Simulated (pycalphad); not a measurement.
Source of the numbers: pycalphad with the COST 507 light-alloy database (1999); pressure 1 atm. The database dates from 1999; later assessments differ in places, in temperatures and in the compounds included. The system is extrapolated from its subsystems; higher-order compounds may be missing. Amounts are mole fractions of atoms.

Question: Give the equilibrium state of Al-2.14Mn-14.37Mg-11.69Si (at.%) at 850 K.

Answer: 
```
T = 850.00 K, P = 101325 Pa, N = 1 mol of atoms
G = -38843 J/mol, H = 14420 J/mol, S = 62.66 J/(mol K)  (SER reference)
chemical potentials (J/mol): Al -33110, Mn -129607, Mg -62862, Si -27915
phase             fraction      x(Al)      x(Mn)      x(Mg)      x(Si)
LIQUID              0.4582     0.8363   0.000915     0.0656     0.0972
FCC_A1              0.2556     0.9802   0.000432     0.0110     0.0083
MG2SI               0.1662       none       none     0.6667     0.3333
ALMNSI_ALPHA        0.1200     0.7023     0.1739       none     0.1237
```

Question: Give the equilibrium state of Al-2.14Mn-14.37Mg-11.69Si (at.%) at 730 K.

Answer: 
```
T = 730.00 K, P = 101325 Pa, N = 1 mol of atoms
G = -32422 J/mol, H = 4111 J/mol, S = 50.05 J/(mol K)  (SER reference)
chemical potentials (J/mol): Al -26468, Mn -130626, Mg -58755, Si -18646
phase             fraction      x(Al)      x(Mn)      x(Mg)      x(Si)
FCC_A1              0.6369     0.9921      5e-05     0.0029     0.0049
MG2SI               0.2128       none       none     0.6667     0.3333
ALMNSI_ALPHA        0.1229     0.7006     0.1739       none     0.1255
DIAMOND_A4          0.0274   6.46e-08       none       none     1.0000
```

Database names, with the compositions (at.%) that they take in these runs: ALMNSI_ALPHA: Al 70-72 Mn 17 Si 10-13; MG2SI: Mg 67 Si 33. FCC_A1 is fcc; DIAMOND_A4 is diamond (Si). An entry "none" or "no" means that the model of the phase leaves that element out.
